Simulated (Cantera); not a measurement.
Cantera run:

```python
import numpy as np
import cantera as ct

gas_names = """
    AL ALC ALH ALN AL2 C CH CH2 CH3 CH4 CN C2 C2H C2H2,acetylene C2H2,vinylidene C2H3,vinyl CH3CN C2H4
    C2H5 C2H6 CCN CNC C2N2 C3 C3H3,propargyl C3H4,allene C3H4,propyne C3H4,cyclo- C3H5,allyl
    C3H6,propylene C3H6,cyclo- C3H7,n-propyl C3H7,i-propyl C3H8 C4 C4H2 C4H4,1,3-cyclo- C4H6,butadiene
    C4H6,2-butyne C4H6,cyclo- C4H8,1-butene C4H8,cis2-buten C4H8,tr2-butene C4H8,isobutene C4H8,cyclo-
    C4H9,n-butyl C4H9,i-butyl C4H9,s-butyl C4H9,t-butyl C4H10,isobutane C4H10,n-butane C4N2 C5
    C5H6,1,3cyclo- C5H8,cyclo- C5H10,1-pentene C5H10,cyclo- C5H11,pentyl C5H11,t-pentyl C5H12,n-pentane
    C5H12,i-pentane CH3C(CH3)2CH3 C6H2 C6H5,phenyl C6H6 C6H10,cyclo- C6H12,1-hexene C6H12,cyclo-
    C6H13,n-hexyl C7H7,benzyl C7H8 C7H14,1-heptene C7H15,n-heptyl C7H16,n-heptane C8H8,styrene
    C8H10,ethylbenz C8H16,1-octene C8H17,n-octyl C8H18,isooctane C8H18,n-octane C9H19,n-nonyl
    C10H8,naphthale C10H21,n-decyl C12H9,o-bipheny C12H10,bipheny H HCN HCCN HNC H2 N NH NH2 NH3 N2 N2H2
    N2H4
""".split()
cond_names = """
    AL(cr) AL(L) ALN(s) C(gr) C6H6(L) C7H8(L) C8H18(L),n-octa
""".split()


def load(file, names, dense=False):
    # The tables refer to 1 bar. Condensed volumes are neglected.
    table = {s.name: s for s in ct.Species.list_from_file(file)}
    out = []
    for n in names:
        d = dict(table[n].input_data)
        d["thermo"] = dict(d["thermo"], **{"reference-pressure": 1e5})
        if dense:
            d["equation-of-state"] = {"model": "constant-volume", "density": "1e6 g/cm^3"}
        out.append(ct.Species.from_dict(d))
    return out


gas = ct.Solution(thermo="ideal-gas", species=load("nasa_gas.yaml", gas_names))
cond = {s.name: ct.Solution(thermo="fixed-stoichiometry", species=[s], name=s.name)
        for s in load("nasa_condensed.yaml", cond_names, dense=True)}
atoms = {
    'Al(CH3)3': {'AL': 1, 'C': 3, 'H': 9},
    'NH3': {'N': 1, 'H': 3},
    'N2': {'N': 2},
}
top_T = {'ALN(s)': 2750, 'C(gr)': 4500}  # K; cautious upper limits of use, not melting points


def equilibrate(T, P, feed):
    n = {}
    for name, mol in feed.items():
        for a, k in atoms[name].items():
            n[a] = n.get(a, 0.0) + k * mol
    gas.TPX = T, P, n
    mass = sum(n.values()) * gas.mean_molecular_weight
    gas.equilibrate("TP")
    valid = [c for c in cond.values() if c.min_temp <= T <= top_T.get(c.name, c.max_temp)]
    mix = ct.Mixture([(gas, mass / gas.mean_molecular_weight)] + [(c, 0.0) for c in valid])
    mix.T, mix.P = T, P
    mix.equilibrate("TP", solver="vcs", rtol=1e-11, max_steps=5000)
    return mix


results = []
feed = {'Al(CH3)3': 1, 'NH3': 9.4, 'N2': 12}  # mol
P = 133.322  # Pa
for T in [725, 875, 1025, 1175, 1325, 1475, 1625]:
    mix = equilibrate(T, P, feed)
    results.append((T, P, feed, dict(zip(mix.species_names, mix.species_moles))))
    x = sorted(zip(gas.X, gas.species_names), reverse=True)
    print(f"T = {T:g} K  P = {P:g} Pa  gas = {mix.phase_moles(0):.4g} mol")
    print("   x: " + "  ".join(f"{s} {v:.3e}" for v, s in x if v > 0.0001))
    print("   condensed (mol): " + ("  ".join(f"{mix.phase(i).name} {mix.phase_moles(i):.4g}"
          for i in range(1, mix.n_phases) if mix.phase_moles(i) > 1e-12) or "none"))
```

Result:

```
T = 725 K  P = 133.322 Pa  gas = 34.73 mol
   x: H2 5.316e-01  N2 4.664e-01  CH4 1.934e-03
   condensed (mol): ALN(s) 1  C(gr) 2.933
T = 875 K  P = 133.322 Pa  gas = 34.79 mol
   x: H2 5.342e-01  N2 4.656e-01  CH4 1.661e-04
   condensed (mol): ALN(s) 1  C(gr) 2.994
T = 1025 K  P = 133.322 Pa  gas = 34.8 mol
   x: H2 5.344e-01  N2 4.655e-01
   condensed (mol): ALN(s) 1  C(gr) 2.999
T = 1175 K  P = 133.322 Pa  gas = 34.8 mol
   x: H2 5.345e-01  N2 4.655e-01
   condensed (mol): ALN(s) 1  C(gr) 2.999
T = 1325 K  P = 133.322 Pa  gas = 34.8 mol
   x: H2 5.344e-01  N2 4.654e-01  HCN 1.301e-04
   condensed (mol): ALN(s) 1  C(gr) 2.995
T = 1475 K  P = 133.322 Pa  gas = 34.8 mol
   x: H2 5.341e-01  N2 4.652e-01  HCN 4.404e-04  H 2.596e-04
   condensed (mol): ALN(s) 1  C(gr) 2.984
T = 1625 K  P = 133.322 Pa  gas = 34.83 mol
   x: H2 5.327e-01  N2 4.646e-01  H 1.410e-03  HCN 1.186e-03
   condensed (mol): ALN(s) 0.9966  C(gr) 2.956
```

These are equilibrium values from Cantera (NASA tables, ideal gas, pure condensed phases), not measurements of a reactor. The feed counts by its element totals alone.
